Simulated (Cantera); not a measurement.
An isothermal, constant-pressure homogeneous reactor starts with 29.4 % C3H8, 70.6 % H2, at 1475 K and 2000 Pa.

Cantera simulation using GRI-Mech 3.0 (53 species, 325 reactions); the numbers are that mechanism's predictions, not measurements. GRI-Mech 3.0 was tuned for natural gas; its chemistry of propane as a main component is partial and can be far from experiment. GRI-Mech 3.0 stops at C3 and has no aromatics, soot or wall deposition, so with more carbon than oxygen in the feed, carbon stays in small species such as C2H2 where larger ones or solid carbon would form. Radical loss at walls, strong at low pressure, is not modelled.

x: mole fraction; the columns are a selection and need not sum to one.

```tsv
t (s)	x C3H8	x H2	x CH4	x C2H2	x CH3	x CH2
0.000200	0.235	0.676	0.0258	0.000153	0.0181	[?]
0.000537	0.109	0.616	0.105	0.00356	0.0211	[?]
0.00144	0.0106	0.575	0.185	0.0257	0.00821	[?]
0.00386	0.000327	0.583	0.194	0.0560	0.00204	[?]
0.0104	5.06e-6	0.593	0.190	0.0789	0.000720	[?]
0.0278	5.34e-8	0.603	0.186	0.100	0.000314	[?]
0.0746	1.15e-8	0.614	0.181	0.124	0.000174	[?]
0.200	6.26e-9	0.628	0.174	0.155	0.000162	[?]
0.537	4.27e-9	0.642	0.166	0.184	0.000195	[?]
1.44	3.80e-9	0.649	0.158	0.191	0.000201	9.33e-9
3.86	2.97e-9	0.661	0.142	0.196	0.000185	8.89e-9
10.4	1.66e-9	0.686	0.108	0.205	0.000152	[?]
27.8	4.99e-10	0.721	0.0608	0.217	9.98e-5	[?]
74.6	8.04e-11	0.748	0.0234	0.227	4.62e-5	[?]
200	2.18e-11	0.758	0.00945	0.231	2.00e-5	[?]
```

Q: Some entries are withheld; supply them.

A: 
- 0.000200, x CH2: 5.78e-6
- 0.000537, x CH2: 7.18e-6
- 0.00144, x CH2: 2.80e-6
- 0.00386, x CH2: 4.61e-7
- 0.0104, x CH2: 8.47e-8
- 0.0278, x CH2: 1.92e-8
- 0.0746, x CH2: 6.42e-9
- 0.200, x CH2: 5.71e-9
- 0.537, x CH2: 8.43e-9
- 10.4, x CH2: 7.92e-9
- 27.8, x CH2: 6.15e-9
- 74.6, x CH2: 3.53e-9
- 200, x CH2: 1.68e-9
